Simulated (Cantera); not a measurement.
Input: 1 mol SiH2Cl2, 61 mol H2, held at 4000 Pa.

Method: chemical equilibrium by Gibbs-energy minimisation in Cantera with the NASA 1993 tables (ideal gas, pure condensed phases). Candidate condensed phases: Si; 19 gas species. The tables' values for SiCl3 are old estimates; treat these amounts as uncertain. Kinetics and transport are ignored. All values below are at 1275 °C.

Base state: H2 0.971, HCl 0.0267, SiCl2 0.00245, H 0.000152, SiCl3 2.46e-5 (mole fractions); condensed: Si(s).

### Question
What changes in the equilibrium state with this change: H2 from 61 to 200 mol?

### Answer
| species | before | after |
|---|---|---|
| H2 | 0.971 | 0.990 |
| HCl | 0.0267 | 0.00931 |
| SiCl2 | 0.00245 | 0.000291 |
| SiCl3 | 2.46e-5 | 1.01e-6 |
| H | 0.000152 | 0.000153 |
| Si(s), mol | 0.843 | 0.940 |
